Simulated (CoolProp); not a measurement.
The numbers come from the reference Helmholtz-energy equation of state, Lemmon 2005 in CoolProp. It is a short technical equation, of lower accuracy than the large ones.

Question: For cis-2-butene, give the phase and the cp (kJ/(kg K)) at 525 K and 0.0201 MPa; 525 K and 0.0487 MPa; 525 K and 0.118 MPa.

Answer: 
- 525 K and 0.0201 MPa: gas; cp 2.29
- 525 K and 0.0487 MPa: gas; cp 2.29
- 525 K and 0.118 MPa: gas; cp 2.30
